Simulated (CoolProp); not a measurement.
Ammonia along the isotherm 101.95 °C: Z from the reference equation and from simpler models built on Tc = 132.4 °C, pc = 11360 kPa, ω = 0.256; each cubic takes its own stable root.

The numbers come from the reference Helmholtz-energy equation of state, Gao 2020 in CoolProp.

```csv
p (kPa),phase,reference,van der Waals,Redlich-Kwong,Soave-Redlich-Kwong,Peng-Robinson
1140,gas,0.9488,0.9629,0.9559,0.9544,0.9503
2270,gas,0.8937,0.9234,0.9091,0.9058,0.8977
3410,gas,0.8323,0.8802,0.8579,0.8522,0.8402
4550,gas,0.7623,0.8323,0.8010,0.7922,0.7764
5680,gas,0.6788,0.7783,0.7362,0.7227,0.7033
6820,liquid,0.08222,0.7134,0.6558,0.1110,0.09817
7950,liquid,0.09469,0.6276,0.1342,0.1270,0.1125
9090,liquid,0.1071,0.2010,0.1501,0.1429,0.1266
10200,liquid,0.1190,0.2193,0.1653,0.1581,0.1402
11400,liquid,0.1318,0.2394,0.1815,0.1743,0.1547
12500,liquid,0.1434,0.2578,0.1962,0.1890,0.1678
13600,liquid,0.1549,0.2762,0.2107,0.2035,0.1807
14800,liquid,0.1673,0.2962,0.2264,0.2191,0.1947
15900,liquid,0.1787,0.3144,0.2406,0.2333,0.2073
17000,liquid,0.1899,0.3325,0.2547,0.2473,0.2199
```

At some of these states van der Waals, Redlich-Kwong gives the other phase, because its saturation line lies elsewhere.
